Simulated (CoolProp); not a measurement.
Vapour-liquid equilibrium of propylene (1) + R134a (2) at 319.6 K; x and y are mole fractions of (1).

The numbers come from the multi-fluid Helmholtz-energy mixture model, Lemmon 2013 and Tillner-Roth 1994; pair parameters Bell 2016 in CoolProp.

```json
[
 {"x": "0.05", "bubble pressure, mixture model (kPa)": "1320", "bubble pressure, Raoult's law (kPa)": "1239", "y, mixture model": "(withheld)", "y, Raoult's law": "0.077"},
 {"x": "0.2", "bubble pressure, mixture model (kPa)": "1603", "bubble pressure, Raoult's law (kPa)": "1344", "y, mixture model": "0.333", "y, Raoult's law": "0.283"},
 {"x": "0.35", "bubble pressure, mixture model (kPa)": "1801", "bubble pressure, Raoult's law (kPa)": "1449", "y, mixture model": "0.475", "y, Raoult's law": "0.460"},
 {"x": "0.5", "bubble pressure, mixture model (kPa)": "1930", "bubble pressure, Raoult's law (kPa)": "1553", "y, mixture model": "(withheld)", "y, Raoult's law": "0.612"},
 {"x": "0.65", "bubble pressure, mixture model (kPa)": "2004", "bubble pressure, Raoult's law (kPa)": "1658", "y, mixture model": "0.682", "y, Raoult's law": "0.746"},
 {"x": "0.8", "bubble pressure, mixture model (kPa)": "2019", "bubble pressure, Raoult's law (kPa)": "1763", "y, mixture model": "(withheld)", "y, Raoult's law": "0.863"},
 {"x": "0.95", "bubble pressure, mixture model (kPa)": "1952", "bubble pressure, Raoult's law (kPa)": "1867", "y, mixture model": "0.936", "y, Raoult's law": "0.968"}
]
```

Q: Complete the blanks.

A: 
- 0.05, y, mixture model: 0.110
- 0.5, y, mixture model: 0.583
- 0.8, y, mixture model: 0.791

The largest gap from Raoult's law is +24.3 % in bubble pressure, at x = 0.35. y crosses x between x = 0.65 and 0.8: the model has an azeotrope there.

The pair parameters rest on a limited set of measurements; away from them the model extrapolates.
